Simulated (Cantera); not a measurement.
Si + F2 + N2 (silicon etching in halogen gases)

Input: 1 mol Si, 1 mol F2, 13 mol N2, held at 0.230 bar.

Cantera equilibrium calculation (NASA polynomials, part measured and part estimated; ideal gas, pure solids and liquids). Candidate condensed phases: Si, Si3N4; 16 gas species. N2 is the only nitrogen source here; it is nearly inert below about 1500 K, so the nitride shown seldom forms there in practice. The tables' values for SiF3, SiF2 are old estimates; treat these amounts as uncertain. Kinetics and transport are ignored.

From 475 K to 1675 K the condensed part is Si3N4(s). The main Si-bearing gas is SiF4 throughout.

| T (K) | x N2 | x SiF4 | x SiF3 | x SiF2 | x SiF | x Si | x SiN | n Si3N4(s) |
|---|---|---|---|---|---|---|---|---|
| 475 | 0.962 | 0.0380 | <1e-12 | <1e-12 | <1e-12 | <1e-12 | <1e-12 | 0.167 |
| 575 | 0.962 | 0.0380 | <1e-12 | <1e-12 | <1e-12 | <1e-12 | <1e-12 | 0.167 |
| 675 | 0.962 | 0.0380 | 3.19e-11 | <1e-12 | <1e-12 | <1e-12 | <1e-12 | 0.167 |
| 775 | 0.962 | 0.0380 | 2.37e-9 | <1e-12 | <1e-12 | <1e-12 | <1e-12 | 0.167 |
| 875 | 0.962 | 0.0380 | 6.51e-8 | <1e-12 | <1e-12 | <1e-12 | <1e-12 | 0.167 |
| 975 | 0.962 | 0.0380 | 9.03e-7 | 5.02e-11 | <1e-12 | <1e-12 | <1e-12 | 0.167 |
| 1075 | 0.962 | 0.0380 | 7.63e-6 | 2.46e-9 | <1e-12 | <1e-12 | <1e-12 | 0.167 |
| 1175 | 0.962 | 0.0379 | 4.46e-5 | 6.16e-8 | <1e-12 | <1e-12 | <1e-12 | 0.167 |
| 1275 | 0.962 | 0.0378 | 0.000196 | 9.20e-7 | 4.18e-12 | <1e-12 | <1e-12 | 0.166 |
| 1375 | 0.962 | 0.0374 | 0.000689 | 9.16e-6 | 1.96e-10 | 1.06e-12 | 1.15e-12 | 0.166 |
| 1475 | 0.962 | 0.0364 | 0.00200 | 6.56e-5 | 5.40e-9 | 6.41e-11 | 4.32e-11 | 0.164 |
| 1575 | 0.961 | 0.0340 | 0.00491 | 0.000356 | 9.56e-8 | 2.28e-9 | 1.02e-9 | 0.160 |
| 1675 | 0.959 | 0.0294 | 0.0101 | 0.00150 | 1.17e-6 | 5.26e-8 | 1.63e-8 | 0.152 |
x: gas mole fraction; n: condensed amount in mol.
